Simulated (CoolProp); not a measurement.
Vapour-liquid equilibrium of hydrogen chloride (1) + propane (2) at 300.1 K; x and y are mole fractions of (1).

The numbers come from the multi-fluid Helmholtz-energy mixture model, Thol 2018 and Lemmon 2009; pair parameters Bell 2016 in CoolProp.

Question: Give the bubble pressure and the first vapour's composition at x = 0.2, 0.425, 0.65. Is there an azeotrope?

Answer: x = 0.2: 2088 kPa, y = 0.523; x = 0.425: 3055 kPa, y = 0.699; x = 0.65: 3844 kPa, y = 0.806. No azeotrope shows between x = 0.05 and 0.95.

The pair parameters rest on a limited set of measurements; away from them the model extrapolates.
